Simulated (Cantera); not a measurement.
## Thermodynamics of boron, boron nitride and boron oxide, feed B + H2O + N2

Feed: 1 mol B, 0.081 mol H2O, 0.35 mol N2, equilibrated at 1725 K and 4.20 mbar.

Equilibrium computed with Cantera from the NASA thermochemical tables; the gas is ideal and each condensed phase is pure. Candidate condensed phases: B, BN, B2O3, B3O3H3, H2O; 39 gas species. Mutual solubility and eutectic melting of coexisting phases are not modelled. The tables' values for BH2 are old estimates; treat these amounts as uncertain. Rates play no part.

The x(H2) is 0.588 and the x(B2O2) comes out as 0.202. The x(HBO) is 0.164, the x(B2O3) is 0.0289 and the x(BO) is 0.0119. The x(HBO2) is 0.00300 and the x(H) is 0.00220. The x(N2) comes out as 0.000239 and the x(B2O) is 7.70e-5. The n(B(s)) is 0.223 mol, the n(BN(s)) comes out as 0.700 mol and the gas amount comes out as 0.1205 mol. The log10 activity of B3O3H3(s) (absent) is -11.02.
